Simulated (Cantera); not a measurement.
A Cantera script and what it prints.

```python
import numpy as np
import cantera as ct

gas_names = """
    C CO CO2 C2 C2O C3 C3O2 C4 C5 Fe FeC5O5 FeO O O2 O3
""".split()
cond_names = """
    C(gr) Fe(a) Fe(c) Fe(d) Fe(L) FeC5O5(L) FeO(s) FeO(L) Fe2O3(s) Fe3O4(s)
""".split()


# ... load() reads the species with a 1 bar reference pressure and builds the phases ...
atoms = {
    'Fe3O4': {'Fe': 3, 'O': 4},
    'CO': {'C': 1, 'O': 1},
}
top_T = {'C(gr)': 4500, 'Fe2O3(s)': 1830, 'Fe3O4(s)': 1870}  # K; cautious upper limits of use, not melting points


# ... equilibrate(T, P, feed) seeds the gas with the atoms and calls Mixture.equilibrate('TP', solver="vcs", rtol=1e-11, max_steps=5000) ...
results = []
feed = {'Fe3O4': 1, 'CO': 1.9}  # mol
T = 1625  # K
P = 13332.2  # Pa
mix = equilibrate(T, P, feed)
results.append((T, P, feed, dict(zip(mix.species_names, mix.species_moles))))
print(gas.report(threshold=1e-05))
for i in range(1, mix.n_phases):
    print(f"{mix.phase(i).name:16s} {mix.phase_moles(i):12.5e} mol")
```

Output:

```
       temperature   1625 K
          pressure   13332 Pa
           density   0.035948 kg/m^3
  mean mol. weight   36.431 kg/kmol
   phase of matter   gas

                          1 kg             1 kmol
                     ---------------   ---------------
          enthalpy       -5.5643e+06       -2.0271e+08  J
   internal energy       -5.9351e+06       -2.1622e+08  J
           entropy            8172.2        2.9772e+05  J/K
    Gibbs function       -1.8844e+07        -6.865e+08  J
 heat capacity c_p            1312.5             47817  J/K
 heat capacity c_v            1084.3             39502  J/K

                      mass frac. Y      mole frac. X     chem. pot. / RT
                     ---------------   ---------------   ---------------
                CO           0.36419           0.47368           -37.959
               CO2            0.6358           0.52632           -62.377
     [  +13 minor]        2.7816e-06        1.8093e-06

C(gr)             0.00000e+00 mol
Fe(c)             0.00000e+00 mol
FeC5O5(L)         0.00000e+00 mol
FeO(s)            3.00000e+00 mol
Fe2O3(s)          0.00000e+00 mol
Fe3O4(s)          0.00000e+00 mol
```

Equilibrium computed with Cantera from the NASA thermochemical tables; the gas is ideal and each condensed phase is pure. The tables' stoichiometric FeO is somewhat more stable than real wüstite, so its field is too wide. FeO: taken at fixed stoichiometry.
